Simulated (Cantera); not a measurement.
Cantera run:

```python
import numpy as np
import cantera as ct

gas_names = [...]  # 110 gases of nasa_gas.yaml made of C, H, O
cond_names = """
    C(gr) C6H6(L) C7H8(L) C8H18(L),n-octa H2O(s) H2O(L)
""".split()


# ... load() reads the species with a 1 bar reference pressure and builds the phases ...
atoms = {
    'CH4': {'C': 1, 'H': 4},
    'O2': {'O': 2},
    'H2': {'H': 2},
}
top_T = {'C(gr)': 4500}  # K; cautious upper limits of use, not melting points


# ... equilibrate(T, P, feed) seeds the gas with the atoms and calls Mixture.equilibrate('TP', solver="vcs", rtol=1e-11, max_steps=5000) ...
results = []
feed = {'CH4': 1, 'O2': 0.079, 'H2': 1.6}  # mol
P = 1333.22  # Pa
for T in [873, 973, 1073, 1173, 1273, 1373, 1473, 1573, 1673, 1773, 1873, 1973, 2073]:
    mix = equilibrate(T, P, feed)
    results.append((T, P, feed, dict(zip(mix.species_names, mix.species_moles))))
    x = sorted(zip(gas.X, gas.species_names), reverse=True)
    print(f"T = {T:g} K  P = {P:g} Pa  gas = {mix.phase_moles(0):.4g} mol")
    print("   x: " + "  ".join(f"{s} {v:.3e}" for v, s in x if v > 1e-05))
    print("   condensed (mol): " + ("  ".join(f"{mix.phase(i).name} {mix.phase_moles(i):.4g}"
          for i in range(1, mix.n_phases) if mix.phase_moles(i) > 1e-12) or "none"))
```

It prints:

```
T = 873 K  P = 1333.22 Pa  gas = 3.729 mol
   x: H2 9.524e-01  CO 3.975e-02  CH4 5.428e-03  H2O 2.147e-03  CO2 2.391e-04
   condensed (mol): C(gr) 0.8307
T = 973 K  P = 1333.22 Pa  gas = 3.751 mol
   x: H2 9.563e-01  CO 4.175e-02  CH4 1.567e-03  H2O 3.311e-04  CO2 2.331e-05
   condensed (mol): C(gr) 0.8375
T = 1073 K  P = 1333.22 Pa  gas = 3.756 mol
   x: H2 9.574e-01  CO 4.199e-02  CH4 5.615e-04  H2O 6.968e-05
   condensed (mol): C(gr) 0.8402
T = 1173 K  P = 1333.22 Pa  gas = 3.757 mol
   x: H2 9.577e-01  CO 4.203e-02  CH4 2.379e-04  H2O 1.905e-05
   condensed (mol): C(gr) 0.8412
T = 1273 K  P = 1333.22 Pa  gas = 3.758 mol
   x: H2 9.578e-01  CO 4.204e-02  CH4 1.149e-04
   condensed (mol): C(gr) 0.8416
T = 1373 K  P = 1333.22 Pa  gas = 3.758 mol
   x: H2 9.579e-01  CO 4.204e-02  CH4 6.159e-05  H 2.823e-05
   condensed (mol): C(gr) 0.8418
T = 1473 K  P = 1333.22 Pa  gas = 3.758 mol
   x: H2 9.578e-01  CO 4.204e-02  H 1.072e-04  CH4 3.591e-05
   condensed (mol): C(gr) 0.8418
T = 1573 K  P = 1333.22 Pa  gas = 3.759 mol
   x: H2 9.576e-01  CO 4.204e-02  H 3.446e-04  CH4 2.243e-05  C2H2,acetylene 1.977e-05
   condensed (mol): C(gr) 0.8418
T = 1673 K  P = 1333.22 Pa  gas = 3.76 mol
   x: H2 9.569e-01  CO 4.202e-02  H 9.648e-04  C2H2,acetylene 5.452e-05  CH4 1.482e-05
   condensed (mol): C(gr) 0.8415
T = 1773 K  P = 1333.22 Pa  gas = 3.762 mol
   x: H2 9.555e-01  CO 4.199e-02  H 2.408e-03  C2H2,acetylene 1.338e-04  CH4 1.026e-05
   condensed (mol): C(gr) 0.841
T = 1873 K  P = 1333.22 Pa  gas = 3.768 mol
   x: H2 9.523e-01  CO 4.193e-02  H 5.455e-03  C2H2,acetylene 2.972e-04
   condensed (mol): C(gr) 0.8397
T = 1973 K  P = 1333.22 Pa  gas = 3.779 mol
   x: H2 9.462e-01  CO 4.180e-02  H 1.137e-02  C2H2,acetylene 6.061e-04
   condensed (mol): C(gr) 0.8374
T = 2073 K  P = 1333.22 Pa  gas = 3.8 mol
   x: H2 9.352e-01  CO 4.158e-02  H 2.203e-02  C2H2,acetylene 1.146e-03
   condensed (mol): C(gr) 0.8333
```

These are equilibrium values from Cantera (NASA tables, ideal gas, pure condensed phases), not measurements of a reactor.
